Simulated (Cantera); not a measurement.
Input (Python, Cantera):

```python
import numpy as np
import cantera as ct

gas = ct.Solution("gri30.yaml")
gas.TPX = 500, 101325, {'CH4': 1, 'C2H6': 0.59, 'O2': 4.78, 'N2': 18, 'CO2': 0.14}
flame = ct.FreeFlame(gas, width=0.04)
flame.set_refine_criteria(ratio=3, slope=0.08, curve=0.16)
flame.transport_model = "mixture-averaged"
flame.solve(loglevel=0, auto=True)
z, T = flame.grid, flame.T
thick = (T[-1] - T[0]) / np.gradient(T, z).max()
show = ['CH4', 'C2H6', 'O2', 'HCO', 'NO2', 'H']
print(f"laminar burning velocity  {flame.velocity[0] * 100:.3f} cm/s")
print(f"burnt temperature         {T[-1]:.1f} K")
print(f"thermal thickness         {thick * 1e3:.4f} mm")
print(f"grid points               {len(z)}")
z0 = z[flame.heat_release_rate.argmax()]
print(f"{'z/mm':>9s}{'T/K':>9s}{'u/(m/s)':>9s}" + "".join(f"{s:>11s}" for s in show))
rows = []
for k in (-3, -2, -1.5, -1, -0.5, -0.25, 0, 0.25, 0.5, 1, 2, 4, 8):
    zz = z0 + k * thick
    rows.append([k * thick, np.interp(zz, z, T), np.interp(zz, z, flame.velocity),
                 *(np.interp(zz, z, flame.X[gas.species_index(s)]) for s in show)])
    print(f"{rows[-1][0] * 1e3:9.3f}{rows[-1][1]:9.1f}{rows[-1][2]:9.3f}" + "".join(f"{x:11.3e}" for x in rows[-1][3:]))
```

It prints:

```
laminar burning velocity  80.066 cm/s
burnt temperature         2208.4 K
thermal thickness         0.3692 mm
grid points               141
     z/mm      T/K  u/(m/s)        CH4       C2H6         O2        HCO        NO2          H
   -1.108    500.2    0.801  4.077e-02  2.406e-02  1.949e-01  1.871e-19  8.537e-11  9.074e-16
   -0.738    501.7    0.805  4.066e-02  2.403e-02  1.946e-01  1.117e-16  1.244e-09  1.844e-13
   -0.554    508.0    0.816  4.040e-02  2.396e-02  1.938e-01  1.126e-14  7.099e-09  1.024e-11
   -0.369    556.7    0.899  3.885e-02  2.346e-02  1.896e-01  2.852e-11  6.163e-08  1.632e-08
   -0.185    893.3    1.464  2.952e-02  1.735e-02  1.605e-01  2.819e-07  1.710e-07  2.555e-05
   -0.092   1278.3    2.123  1.829e-02  7.757e-03  1.234e-01  9.464e-06  5.256e-08  3.403e-04
    0.000   1653.7    2.773  5.303e-03  5.127e-04  7.989e-02  4.902e-05  8.175e-09  2.245e-03
    0.092   1807.5    3.029  4.454e-04  1.461e-06  5.492e-02  1.375e-05  2.534e-09  4.520e-03
    0.185   1858.4    3.101  1.831e-05  9.361e-10  4.611e-02  7.734e-07  2.663e-09  5.356e-03
    0.369   1921.3    3.186  5.130e-08  1.348e-14  4.069e-02  3.165e-08  3.357e-09  5.031e-03
    0.738   1998.5    3.296  1.266e-12  2.306e-21  3.720e-02  1.397e-08  4.840e-09  3.539e-03
    1.477   2077.4    3.410  9.359e-18  2.958e-29  3.444e-02  5.306e-09  8.194e-09  1.901e-03
    2.954   2142.3    3.502  2.007e-18  3.075e-30  3.209e-02  1.572e-09  1.522e-08  8.630e-04
```

Cantera simulation using GRI-Mech 3.0 (53 species, 325 reactions); the numbers are that mechanism's predictions, not measurements. Burning velocities carry a grid error of a few per cent, more on coarse grids.
